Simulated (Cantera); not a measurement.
Input: 1 mol Ta₂O₅, 670 mol H₂, a varied amount of H₂O, held at 1625 K and 0.100 bar.

These are equilibrium values from Cantera (NASA tables, ideal gas, pure condensed phases), not measurements of a reactor. Candidate condensed phases: H₂O, Ta, Ta₂O₅; 12 gas species. Kinetics and transport are ignored.

Problem. At 0.54 mol H₂O, list the 3 most abundant gas species with their mole fractions, and the condensed phases.

Solution. H₂ 0.999, H₂O 0.000805, H 0.000223. Condensed: Ta₂O₅(s).
